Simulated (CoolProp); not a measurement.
R236EA at 293.15 K and 0.0102 MPa flows at 13 m/s in a round tube of 6 mm bore and 15 µm roughness, fully developed (64/Re and Nu = 3.66 if laminar; Colebrook and Gnielinski if turbulent). Each further row changes one setting.

Computed with CoolProp (reference Helmholtz-energy equation of state, Rui 2013).

| case | Reynolds number | Darcy friction factor | pressure drop (Pa/m) | heat-transfer coefficient (W/(m² K)) | mass flow (kg/h) |
|---|---|---|---|---|---|
| as stated | 4620 | 0.0409 | 368 | 36.3 | 0.845 |
| velocity 26 m/s | 9240 | 0.0350 | 1260 | 69.2 | 1.69 |
| diameter 12 mm | 9240 | 0.0333 | 150 | 32.7 | 3.38 |

Viscosity comes from a separate model (Huber 2003), an estimate that may be off by 10 % or more. Thermal conductivity comes from a separate model (Huber 2003), an estimate that may be off by 10 % or more.
